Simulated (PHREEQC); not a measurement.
Solution (25 °C): 0.69 mol KCl, 0.033 mol H3BO3 and 0.00054 mol H4SiO4 per kg of water. Closed to the air; pH follows from the charge balance.

Model: Pitzer model, pitzer.dat, run in PHREEQC.

| quantity | before | after |
|---|---|---|
| pH | 5.29 | 6.44 |
| ionic strength (mol/kgw) | 0.690 | 0.690 |

Question: Name the change that produced these shifts.
A. H3BO3 from 0.033 to 0.0066 mol/kgw
B. KCl left out
C. H4SiO4 left out
D. H3BO3 left out
E. KCl from 0.69 to 0.345 mol/kgw

Answer: D, H3BO3 left out

Precipitation was switched off in this run.
